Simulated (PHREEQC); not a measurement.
A solution holds 0.019 mol HNO3 and 0.00019 mol H3BO3 per kg of water, at 42 °C. Closed to the air; pH follows from the charge balance.

Computed with PHREEQC (ion-association model, phreeqc.dat).

| Item | Value |
|---|---|
| pH | 1.77 |
| ionic strength | 0.0190 mol/kgw |
| specific conductance | 10300 µS/cm |
| total alkalinity | -19.0 meq/kg |

```
species  molality  activity   log γ
-------  --------  --------  ------
H+         0.0190    0.0169  -0.051
NO3-       0.0190    0.0164  -0.064
H3BO3    0.000190  0.000191   0.002
```

No solid was allowed to form. At this temperature some constants are extrapolated from 25 °C, and those without enthalpy data are left unchanged.
